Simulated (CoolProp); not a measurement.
CF4 (R14) at several states: fugacity coefficient from the reference equation and from simpler models built on Tc = 227.4 K, pc = 3762 kPa, ω = 0.178; each cubic takes its own stable root.

Model: reference Helmholtz-energy equation of state, Platzer 1990, in CoolProp. This equation is an older, rougher fit; its heat capacities, sound speeds and derivatives of the liquid may be far off and weren't checked against measurements.

```tsv
T (K)	p (kPa)	phase	reference	van der Waals	Redlich-Kwong	Soave-Redlich-Kwong	Peng-Robinson
173.8	1050	liquid	…	0.8436	…	0.4667	…
210.2	1500	gas	…	…	…	0.8294	…
472.8	12300	supercritical	0.9951	0.9021	0.9375	1.012	0.9714
```

**Question.** Some entries are withheld; supply them.

**Answer.** 
- 173.8, reference: 0.4610
- 173.8, Redlich-Kwong: 0.5611
- 173.8, Peng-Robinson: 0.4585
- 210.2, reference: 0.8304
- 210.2, van der Waals: 0.8576
- 210.2, Redlich-Kwong: 0.8332
- 210.2, Peng-Robinson: 0.8161

At some of these states van der Waals gives the other phase, because its saturation line lies elsewhere.
